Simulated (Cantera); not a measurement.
Input: 1 mol Si(CH3)4, 0.24 mol HCl, 16 mol H2, at 2073 K and 0.200 bar.

Method: chemical equilibrium by Gibbs-energy minimisation in Cantera with the NASA 1993 tables (ideal gas, pure condensed phases). Candidate condensed phases: C, C6H6, C7H8, C8H18, Si, SiC; 109 gas species. Gases not in the tables: Si2H6 and higher silanes. The numbers say what is thermodynamically allowed, not how fast it happens.

Base state: H2 0.982, HCl 0.0107, H 0.00583, C2H2 (acetylene) 0.00120, CH4 6.79e-5, Cl 4.68e-5, Si 3.55e-5, SiCl2 1.82e-5 (mole fractions); condensed: C(graphite) + SiC(s).

### Question
What changes in the equilibrium state with this change: temperature from 2073 K to 2400 K?

### Answer
```tsv
species	before	after
H2	0.982	0.945
H	0.00583	0.0346
HCl	0.0107	0.0102
C2H2 (acetylene)	0.00120	0.00659
Si	3.55e-5	0.00204
SiC2	2.04e-6	0.000392
Si2C	1.31e-6	0.000223
C2H	1.70e-7	1.39e-5
C4H2	5.96e-7	1.89e-5
SiH	9.04e-6	0.000275
C(graphite), mol	2.95	2.75
SiC(s), mol	0.998	0.923
```
The tables' values for SiCl are old estimates; treat these amounts as uncertain.
